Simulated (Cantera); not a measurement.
# Silicon carbide growth: Si(CH₃)₄ + CH₄ + H₂

A closed system holds: 1 mol Si(CH₃)₄, 2.9 mol CH₄, 8.8 mol H₂, held at 0.100 bar.

Method: chemical equilibrium by Gibbs-energy minimisation in Cantera with the NASA 1993 tables (ideal gas, pure condensed phases). Candidate condensed phases: C, C₆H₆, C₇H₈, C₈H₁₈, Si, SiC; 87 gas species. Gases not in the tables: Si₂H₆ and higher silanes. Equilibrium is a limit: real reactors are often held back by kinetics, nucleation or transport.

| T (K) | x H₂ | x H | x C₂H₂ (acetylene) | x Si | x SiC₂ | x Si₂C | x SiH | x SiH₂ | n C(graphite) | n SiC(s) |
|---|---|---|---|---|---|---|---|---|---|---|
| 1848 | 0.998 | 0.00167 | 0.000257 | 1.87e-6 | 3.58e-8 | 2.55e-8 | 5.89e-7 | 1.24e-6 | 5.89 | 1.000 |
| 1923 | 0.997 | 0.00297 | 0.000450 | 6.92e-6 | 1.97e-7 | 1.35e-7 | 1.79e-6 | 2.73e-6 | 5.88 | 1.000 |
| 1998 | 0.994 | 0.00506 | 0.000754 | 2.31e-5 | 9.49e-7 | 6.29e-7 | 4.97e-6 | 5.68e-6 | 5.87 | 0.999 |
| 2073 | 0.990 | 0.00828 | 0.00121 | 7.09e-5 | 4.07e-6 | 2.61e-6 | 1.28e-5 | 1.12e-5 | 5.85 | 0.998 |
| 2148 | 0.985 | 0.0131 | 0.00189 | 0.000201 | 1.57e-5 | 9.81e-6 | 3.09e-5 | 2.09e-5 | 5.83 | 0.994 |
| 2223 | 0.976 | 0.0200 | 0.00283 | 0.000529 | 5.54e-5 | 3.35e-5 | 7.00e-5 | 3.72e-5 | 5.79 | 0.984 |
| 2298 | 0.964 | 0.0297 | 0.00413 | 0.00131 | 0.000179 | 0.000106 | 0.000150 | 6.37e-5 | 5.76 | 0.960 |
| 2373 | 0.947 | 0.0430 | 0.00582 | 0.00305 | 0.000537 | 0.000308 | 0.000304 | 0.000104 | 5.72 | 0.902 |
x: gas mole fraction; n: condensed amount in mol.

From 1848 K to 2373 K the condensed part is C(graphite) + SiC(s). The main Si-bearing gas is Si throughout.
